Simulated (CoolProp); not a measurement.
Properties of dimethyl carbonate along the isotherm 600 K (Tc = 557.0 K, pc = 4909 kPa, ω = 0.346).

Computed with CoolProp (reference Helmholtz-energy equation of state, Zhou 2011).

```tsv
p (kPa)	phase	Joule-Thomson coefficient (K/MPa)	isothermal compressibility (1/MPa)
491	gas	[?]	2.095
982	gas	5.850	1.080
1470	gas	6.097	0.7460
1960	gas	6.377	[?]
2450	gas	[?]	0.4846
2950	gas	7.053	0.4225
3440	gas	7.448	0.3825
3930	gas	[?]	0.3563
4420	gas	8.339	0.3402
4910	supercritical	8.794	0.3318
5400	supercritical	[?]	0.3296
5890	supercritical	9.413	0.3310
6380	supercritical	9.362	0.3323
6870	supercritical	8.951	0.3274
7360	supercritical	8.157	0.3067
```

Q: Complete the blanks.

A: 
- 491, Joule-Thomson coefficient (K/MPa): 5.629
- 1960, isothermal compressibility (1/MPa): 0.5808
- 2450, Joule-Thomson coefficient (K/MPa): 6.692
- 3930, Joule-Thomson coefficient (K/MPa): 7.880
- 5400, Joule-Thomson coefficient (K/MPa): 9.185
